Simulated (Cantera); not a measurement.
Charge: 1 mol Si, 0.13 mol CO2, 60 mol H2, equilibrated at 5.93 Torr.

These are equilibrium values from Cantera (NASA tables, ideal gas, pure condensed phases), not measurements of a reactor. Candidate condensed phases: C, C6H6, C7H8, C8H18, H2O, Si, SiC, SiO2; 123 gas species. Mutual solubility and eutectic melting of coexisting phases are not modelled. The tables hold silica as quartz up to 1696 K and as liquid above; real silica turns to tridymite and cristobalite and melts near 1996 K. Gases not in the tables: Si2H6 and higher silanes. Equilibrium is a limit: real reactors are often held back by kinetics, nucleation or transport.

Problem. Which condensed phases are stable at each of these points (T (K)): 1198, 1298, 1398, 1498, 1598, 1698, 1798, 1898?

Solution. 
| T (K) | condensed phases | Si condensed (%) |
|---|---|---|
| 1198 | Si(s) + SiC(s) + SiO2(β-quartz) | 99.6 |
| 1298 | Si(s) + SiC(s) + SiO2(β-quartz) | 94.5 |
| 1398 | Si(s) + SiC(s) | 74.5 |
| 1498 | Si(s) + SiC(s) | 74.7 |
| 1598 | Si(s) + SiC(s) | 74.8 |
| 1698 | Si(l) + SiC(s) | 74.6 |
| 1798 | Si(l) + SiC(s) | 73.6 |
| 1898 | Si(l) + SiC(s) | 67.1 |

From 1198 K to 1298 K the condensed part is Si(s) + SiC(s) + SiO2(β-quartz). From 1398 K to 1598 K the condensed part is Si(s) + SiC(s). From 1698 K to 1898 K the condensed part is Si(l) + SiC(s).
